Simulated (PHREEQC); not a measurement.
Consider water at 65 °C with 0.093 mol HF, 0.0014 mol NaF, 1.2e-06 mol H4SiO4 and 0.004 mol H2SO4 per kg of water. Closed to the air; pH follows from the charge balance.

Computed with PHREEQC (ion-association model, wateq4f.dat).

**Question.** The ionic strength comes out as 0.0120 mol/kgw. What activity coefficients do HSO4-, HF2-, SiF6-2, H+, SO4-2 get?

**Answer.** HSO4- 0.89, HF2- 0.89, SiF6-2 0.63, H+ 0.90, SO4-2 0.62.

This is a speciation only: nothing precipitates in the calculation. wateq4f.dat counts part of the HF as a dimer, H2F2, which phreeqc.dat doesn't know; its constant is uncertain. Away from 25 °C the constants follow the database's enthalpies or fits; those with neither stay at their 25 °C values. SiF6-2 is the database's only silicon fluoride.
